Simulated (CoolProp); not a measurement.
Vapour-liquid equilibrium of CHF3 (R23) (1) + propylene (2) at 3.51 bar; x and y are mole fractions of (1).

Values from CoolProp's multi-fluid Helmholtz-energy mixture model, Penoncello 2003 and Lemmon 2013; pair parameters Bell 2016.

```json
[
 {"x": "0.05", "bubble temperature, mixture model (°C)": "-27.3", "bubble temperature, Raoult's law (°C)": "-20.7", "y, mixture model": "0.342", "y, Raoult's law": "0.194"},
 {"x": "0.15", "bubble temperature, mixture model (°C)": "-40.6", "bubble temperature, Raoult's law (°C)": "-28.4", "y, mixture model": "0.635", "y, Raoult's law": "0.455"},
 {"x": "0.25", "bubble temperature, mixture model (°C)": "-47.2", "bubble temperature, Raoult's law (°C)": "-34.3", "y, mixture model": "0.744", "y, Raoult's law": "0.618"},
 {"x": "0.35", "bubble temperature, mixture model (°C)": "-50.7", "bubble temperature, Raoult's law (°C)": "-39.1", "y, mixture model": "0.796", "y, Raoult's law": "0.728"},
 {"x": "0.45", "bubble temperature, mixture model (°C)": "-52.7", "bubble temperature, Raoult's law (°C)": "-43.1", "y, mixture model": "0.825", "y, Raoult's law": "0.806"},
 {"x": "0.55", "bubble temperature, mixture model (°C)": "-54.0", "bubble temperature, Raoult's law (°C)": "-46.5", "y, mixture model": "0.846", "y, Raoult's law": "0.863"},
 {"x": "0.65", "bubble temperature, mixture model (°C)": "-54.9", "bubble temperature, Raoult's law (°C)": "-49.4", "y, mixture model": "0.864", "y, Raoult's law": "0.907"},
 {"x": "0.75", "bubble temperature, mixture model (°C)": "-55.7", "bubble temperature, Raoult's law (°C)": "-52.0", "y, mixture model": "0.884", "y, Raoult's law": "0.941"},
 {"x": "0.85", "bubble temperature, mixture model (°C)": "-56.5", "bubble temperature, Raoult's law (°C)": "-54.3", "y, mixture model": "0.913", "y, Raoult's law": "0.968"},
 {"x": "0.95", "bubble temperature, mixture model (°C)": "-57.1", "bubble temperature, Raoult's law (°C)": "-56.4", "y, mixture model": "0.962", "y, Raoult's law": "0.990"}
]
```

The largest gap from Raoult's law is -12.9 K in bubble temperature, at x = 0.25. No azeotrope shows between x = 0.05 and 0.95.

Pair parameters are fitted to limited data, so mixtures are less certain than the pure fluids. With so large a gap from Raoult's law the liquid may split in two, which this calculation doesn't test in full.
